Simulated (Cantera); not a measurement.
Source: NASA polynomial tables (part measured, part estimated), evaluated in Cantera. Values are per mole of reaction as written; species without (g) are pure solids or liquids, kept so even where they would boil at 1 bar.

Al(g) + NH3(g) ⇌ AlN + 3 H(g), with ΔH° = 52.3 kJ and ΔS° = 7.2 J/K at 300 K.

Task: How far is the shortcut ΔG° ≈ ΔH°(300 K) − T·ΔS°(300 K) from the full temperature-dependent value at 2173, 2223, 2273, 2323, 2373, 2423 K?

Result: 
```
T (K)  shortcut (kJ)  full (kJ)  difference (kJ)  difference in log10 K
-----  -------------  ---------  ---------------  ---------------------
2173            36.7      -51.6             88.3                  -2.12
2223            36.3      -55.3             91.7                  -2.15
2273            36.0      -59.1             95.0                  -2.18
2323            35.6      -62.8             98.4                  -2.21
2373            35.2      -66.6            101.8                  -2.24
2423            34.9      -70.4            105.3                  -2.27
```
The shortcut ignores the heat-capacity change of the reaction.
